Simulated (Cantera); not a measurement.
Mixture: 17.7 % CO, 15.8 % H2, 14.0 % O2, 52.5 % N2, equivalence ratio 1.2, at 500000 Pa, adiabatic and at constant pressure. Ignition delay is the time to a rise of 400 K.

Model: GRI-Mech 3.0 (53 species, 325 reactions), integrated in Cantera. The hydrogen kinetics of GRI-Mech 3.0 are dated; newer H2 mechanisms differ, most at raised pressure. Where the delays flatten at high temperature, the 400 K rule measures the pace of heat release, not the induction time.

Predict: delay at 1323 K; delay at 1423 K; delay at 1523 K; delay at 1623 K; delay at 1723 K; delay at 1823 K.


| Quantity | Result |
|---|---|
| delay at 1323 K | 7.27 µs |
| delay at 1423 K | 4.74 µs |
| delay at 1523 K | 3.51 µs |
| delay at 1623 K | 2.83 µs |
| delay at 1723 K | 2.44 µs |
| delay at 1823 K | 2.23 µs |
